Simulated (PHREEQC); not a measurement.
A solution holds 0.74 mol NaHSO4 and 0.00027 mol Na2CO3 per kg of water, at 25 °C. Closed to the air; pH follows from the charge balance.

All values are PHREEQC results (ion-association model, wateq4f.dat), not measurements.

No solid was allowed to form.

Predict the pH, ionic strength.

pH 0.80; ionic strength 1.02 mol/kgw.

In which forms is S present?

HSO4- 71 %, SO4-2 19 %, NaSO4- 10 % of the S.

Ionic strength above about 0.7 mol/kgw puts this run outside the model's range.
